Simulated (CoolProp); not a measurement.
Vapour-liquid equilibrium of propylene (1) + dimethyl ether (2) at 4.82 bar; x and y are mole fractions of (1).

Values from CoolProp's multi-fluid Helmholtz-energy mixture model, Lemmon 2013 and Wu 2011; pair parameters Bell 2016.

```
x     bubble temperature, mixture model (K)  bubble temperature, Raoult's law (K)  y, mixture model  y, Raoult's law
----  -------------------------------------  ------------------------------------  ----------------  ---------------
0.05                                  289.2                                 289.7             0.103            0.096
0.2                                   283.6                                 285.1             0.351            0.341
0.35                                  279.1                                 280.9             0.531            0.532
0.5                                   275.4                                 277.2             0.668            0.682
0.65                                  272.4                                 273.8             0.780            0.802
0.8                                   269.8                                 270.6             0.877            0.899
0.95                                  267.6                                 267.8             0.969            0.977
```

The largest gap from Raoult's law is -1.8 K in bubble temperature, at x = 0.35. No azeotrope shows between x = 0.05 and 0.95.

Pair parameters are fitted to limited data, so mixtures are less certain than the pure fluids.
